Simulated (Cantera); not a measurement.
# Gas-phase reforming

An isothermal, constant-pressure homogeneous reactor starts with 34.5 % CH4, 65.5 % H2O, at 1425 K and 1.01 bar.

Model: GRI-Mech 3.0 (53 species, 325 reactions), integrated in Cantera.

| t (s) | x CH4 | x H2O | x C2H | x H2 | x CH2CO | x HCO |
|---|---|---|---|---|---|---|
| 1.00e-6 | 0.345 | 0.655 | <1e-12 | 5.48e-8 | <1e-12 | <1e-12 |
| 3.73e-6 | 0.345 | 0.655 | <1e-12 | 2.34e-7 | <1e-12 | <1e-12 |
| 1.39e-5 | 0.345 | 0.655 | <1e-12 | 9.05e-7 | <1e-12 | <1e-12 |
| 5.18e-5 | 0.345 | 0.655 | <1e-12 | 3.41e-6 | <1e-12 | <1e-12 |
| 0.000193 | 0.345 | 0.655 | <1e-12 | 1.29e-5 | <1e-12 | <1e-12 |
| 0.000720 | 0.345 | 0.655 | <1e-12 | 5.16e-5 | <1e-12 | <1e-12 |
| 0.00268 | 0.344 | 0.655 | <1e-12 | 0.000212 | 7.13e-12 | 1.85e-12 |
| 0.0100 | 0.343 | 0.655 | <1e-12 | 0.000989 | 1.36e-9 | 1.58e-11 |
| 0.0373 | 0.338 | 0.653 | 7.41e-12 | 0.00578 | 2.11e-7 | 6.79e-11 |
| 0.139 | 0.316 | 0.644 | 9.90e-11 | 0.0287 | 5.44e-6 | 6.76e-11 |
| 0.518 | 0.260 | 0.614 | 3.59e-10 | 0.0933 | 1.80e-5 | 5.33e-11 |
| 1.93 | 0.164 | 0.558 | 7.06e-10 | 0.207 | 2.66e-5 | 6.43e-11 |
| 7.20 | 0.1000 | 0.478 | 8.12e-10 | 0.316 | 2.15e-5 | 2.17e-10 |
| 26.8 | 0.0942 | 0.378 | 3.75e-10 | 0.400 | 7.77e-6 | 6.22e-10 |
| 100 | 0.0711 | 0.283 | 1.09e-10 | 0.491 | 1.78e-6 | 1.21e-9 |
x: mole fraction; the columns are a selection and need not sum to one.

Equilibrium at this temperature and pressure: CH4 3.27e-6, H2O 0.163, C2H <1e-12, H2 0.633, CH2CO 9.46e-12, HCO 2.23e-9 (gas phase only).
